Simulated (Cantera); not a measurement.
What does this Cantera script print?

```python
import numpy as np
import cantera as ct

gas_names = """
    AL ALCL ALCL2 ALCL3 ALH ALN AL2 AL2CL6 CL CL2 H HCL H2 N NH NH2 NH3 N2 N2H2 N2H4
""".split()
cond_names = """
    AL(cr) AL(L) ALCL3(s) ALCL3(L) ALN(s) NH4CL(a) NH4CL(b)
""".split()


def load(file, names, dense=False):
    # The tables refer to 1 bar. Condensed volumes are neglected.
    table = {s.name: s for s in ct.Species.list_from_file(file)}
    out = []
    for n in names:
        d = dict(table[n].input_data)
        d["thermo"] = dict(d["thermo"], **{"reference-pressure": 1e5})
        if dense:
            d["equation-of-state"] = {"model": "constant-volume", "density": "1e6 g/cm^3"}
        out.append(ct.Species.from_dict(d))
    return out


gas = ct.Solution(thermo="ideal-gas", species=load("nasa_gas.yaml", gas_names))
cond = {s.name: ct.Solution(thermo="fixed-stoichiometry", species=[s], name=s.name)
        for s in load("nasa_condensed.yaml", cond_names, dense=True)}
atoms = {
    'AlCl3': {'AL': 1, 'CL': 3},
    'NH3': {'N': 1, 'H': 3},
    'H2': {'H': 2},
}
top_T = {'ALN(s)': 2750}  # K; cautious upper limits of use, not melting points


def equilibrate(T, P, feed):
    n = {}
    for name, mol in feed.items():
        for a, k in atoms[name].items():
            n[a] = n.get(a, 0.0) + k * mol
    gas.TPX = T, P, n
    mass = sum(n.values()) * gas.mean_molecular_weight
    gas.equilibrate("TP")
    valid = [c for c in cond.values() if c.min_temp <= T <= top_T.get(c.name, c.max_temp)]
    mix = ct.Mixture([(gas, mass / gas.mean_molecular_weight)] + [(c, 0.0) for c in valid])
    mix.T, mix.P = T, P
    mix.equilibrate("TP", solver="vcs", rtol=1e-11, max_steps=5000)
    return mix


results = []
feed = {'AlCl3': 1, 'NH3': 320, 'H2': 6.2}  # mol
P = 10  # Pa
for T in [1650, 1700, 1750, 1800, 1850, 1900, 1950, 2000, 2050, 2100, 2150, 2200]:
    mix = equilibrate(T, P, feed)
    results.append((T, P, feed, dict(zip(mix.species_names, mix.species_moles))))

top = {s: max(r[3][s] / sum(r[3][g] for g in gas_names) for r in results) for s in gas_names}
cols = sorted((s for s in top if top[s] > 0.001), key=lambda s: -top[s])[:9]
seen = [c for c in cond_names if any(r[3].get(c, 0) > 1e-12 for r in results)]
print("log10 of partial pressures in bar; condensed amounts in mol")
print(f"{'T/K':>10s}" + "".join(f"{s[:9]:>10s}" for s in cols + seen))
for T, P, feed, n in results:
    ng = sum(n[g] for g in gas_names)
    print(f"{T:10.4g}" + "".join(f"{np.log10(max(n[s] / ng * P / 1e5, 1e-99)):10.3f}" for s in cols)
          + "".join(f"{n.get(c, 0):10.4g}" for c in seen))
```

It prints:

```
log10 of partial pressures in bar; condensed amounts in mol
       T/K        H2         H        N2       HCL      ALCL        CL        AL
      1650    -4.130    -6.107    -4.609    -6.512    -6.823    -8.594    -8.495
      1700    -4.132    -5.898    -4.610    -6.511    -6.832    -8.386    -8.237
      1750    -4.136    -5.701    -4.612    -6.510    -6.846    -8.188    -8.000
      1800    -4.142    -5.517    -4.614    -6.508    -6.868    -8.000    -7.788
      1850    -4.150    -5.343    -4.618    -6.507    -6.901    -7.820    -7.600
      1900    -4.161    -5.181    -4.622    -6.506    -6.948    -7.648    -7.439
      1950    -4.176    -5.029    -4.629    -6.507    -7.012    -7.485    -7.305
      2000    -4.197    -4.888    -4.637    -6.515    -7.094    -7.333    -7.197
      2050    -4.226    -4.757    -4.648    -6.531    -7.197    -7.193    -7.113
      2100    -4.262    -4.638    -4.661    -6.559    -7.322    -7.068    -7.053
      2150    -4.310    -4.530    -4.677    -6.602    -7.468    -6.958    -7.012
      2200    -4.370    -4.434    -4.696    -6.663    -7.635    -6.865    -6.990
```

Method: chemical equilibrium by Gibbs-energy minimisation in Cantera with the NASA 1993 tables (ideal gas, pure condensed phases).
